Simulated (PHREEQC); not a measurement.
Dissolve 8.1e-05 mol/kgw Cu(NO3)2, 2.6e-05 mol/kgw HCl and 2.6e-06 mol/kgw FeCl3 at 80 °C. Closed to the air; pH follows from the charge balance.

Model: ion-association model, wateq4f.dat, run in PHREEQC.

No solid was allowed to form.

Question: Estimate the pH.

Answer: pH 4.51.

Question: In which forms is Fe present?

Answer: Fe(OH)2+ 95 %, Fe(OH)3 3.0 %, FeOH+2 1.6 % of the Fe.

Examples of supersaturated solids here: Hematite (slow to form), Goethite (slow to form). Others may be too. Complexes and solids missing from the database can't appear. Away from 25 °C the constants follow the database's enthalpies or fits; those with neither stay at their 25 °C values.
